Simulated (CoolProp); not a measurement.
Saturation properties of dimethyl carbonate.

Model: reference Helmholtz-energy equation of state, Zhou 2011, in CoolProp.

```json
[
 {"T (K)": "296.6", "p (kPa)": "6.707", "enthalpy of vaporisation (kJ/kg)": "420.3", "liquid cp (kJ/(kg K))": "1.831"},
 {"T (K)": "303.9", "p (kPa)": "9.693", "enthalpy of vaporisation (kJ/kg)": "[?]", "liquid cp (kJ/(kg K))": "1.840"},
 {"T (K)": "311.3", "p (kPa)": "13.78", "enthalpy of vaporisation (kJ/kg)": "410.5", "liquid cp (kJ/(kg K))": "[?]"},
 {"T (K)": "318.7", "p (kPa)": "19.22", "enthalpy of vaporisation (kJ/kg)": "405.7", "liquid cp (kJ/(kg K))": "1.864"},
 {"T (K)": "326", "p (kPa)": "[?]", "enthalpy of vaporisation (kJ/kg)": "400.8", "liquid cp (kJ/(kg K))": "1.877"},
 {"T (K)": "333.4", "p (kPa)": "35.29", "enthalpy of vaporisation (kJ/kg)": "395.9", "liquid cp (kJ/(kg K))": "1.891"},
 {"T (K)": "340.8", "p (kPa)": "46.80", "enthalpy of vaporisation (kJ/kg)": "391.0", "liquid cp (kJ/(kg K))": "[?]"},
 {"T (K)": "348.1", "p (kPa)": "[?]", "enthalpy of vaporisation (kJ/kg)": "[?]", "liquid cp (kJ/(kg K))": "1.922"},
 {"T (K)": "355.5", "p (kPa)": "78.63", "enthalpy of vaporisation (kJ/kg)": "381.0", "liquid cp (kJ/(kg K))": "[?]"},
 {"T (K)": "362.9", "p (kPa)": "100.2", "enthalpy of vaporisation (kJ/kg)": "375.9", "liquid cp (kJ/(kg K))": "1.957"}
]
```

**Question.** What belongs in the gaps?

**Answer.** 
- 303.9, enthalpy of vaporisation (kJ/kg): 415.4
- 311.3, liquid cp (kJ/(kg K)): 1.852
- 326, p (kPa): 26.21
- 340.8, liquid cp (kJ/(kg K)): 1.906
- 348.1, p (kPa): 60.95
- 348.1, enthalpy of vaporisation (kJ/kg): 386.1
- 355.5, liquid cp (kJ/(kg K)): 1.939

It boils at 363.3 K under 1 atm.
